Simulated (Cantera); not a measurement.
# Hydrocarbon pyrolysis for carbon deposition

A perfectly stirred reactor is fed with C2H6 : N2 = 1 : 1.1 (molar parts), at 1.00 bar; it is held at 1323 K, and followed from long to short residence time.

Detailed kinetics in Cantera: GRI-Mech 3.0 (53 species, 325 reactions). GRI-Mech 3.0 stops at C3 and has no aromatics, soot or wall deposition, so with more carbon than oxygen in the feed, carbon stays in small species such as C2H2 where larger ones or solid carbon would form.

| τ (s) | x C2H6 | x CH2 | x HCN | x C2H2 | x C2H |
|---|---|---|---|---|---|
| 14 | 0.000997 | 8.81e-11 | 1.35e-10 | 0.137 | 4.43e-10 |
| 5.3 | 0.00140 | 1.30e-10 | 9.49e-11 | 0.137 | 5.76e-10 |
| 2.0 | 0.00205 | 1.98e-10 | 7.07e-11 | 0.136 | 7.61e-10 |
| 0.72 | 0.00324 | 3.18e-10 | 5.45e-11 | 0.132 | 1.01e-9 |
| 0.27 | 0.00536 | 5.16e-10 | 4.44e-11 | 0.125 | 1.30e-9 |
| 0.099 | 0.00973 | 8.77e-10 | 3.78e-11 | 0.111 | 1.56e-9 |
| 0.037 | 0.0189 | 1.52e-9 | 3.33e-11 | 0.0891 | 1.66e-9 |
| 0.014 | 0.0392 | 2.64e-9 | 2.96e-11 | 0.0612 | 1.46e-9 |
| 0.0050 | 0.0880 | 4.62e-9 | 2.55e-11 | 0.0323 | 9.64e-10 |
| 0.0019 | 0.178 | 7.22e-9 | 2.16e-11 | 0.0136 | 5.05e-10 |
| 0.00069 | 0.303 | 9.79e-9 | 1.87e-11 | 0.00406 | 2.27e-10 |
x: mole fraction; the columns are a selection and need not sum to one.
